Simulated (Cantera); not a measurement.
A freely propagating, adiabatic, planar premixed flame of 6.28 % CH4, 3.95 % C2H6, 18.8 % O2, 70.9 % N2, unburnt at 350 K and 7500 Torr; mixture-averaged transport, grid criteria slope 0.08 and curve 0.16, no radiation.

Model: GRI-Mech 3.0 (53 species, 325 reactions), integrated in Cantera. Burning velocities carry a grid error of a few per cent, more on coarse grids.

Q: Predict: laminar burning velocity; thermal thickness; peak x(O); peak x(CH3); peak x(CO).

A: 
| Item | Value |
|---|---|
| laminar burning velocity | 12.6 cm/s |
| thermal thickness | 0.129 mm |
| peak x(O) | 2.42e-5 |
| peak x(CH3) | 0.000984 |
| peak x(CO) | 0.0809 |
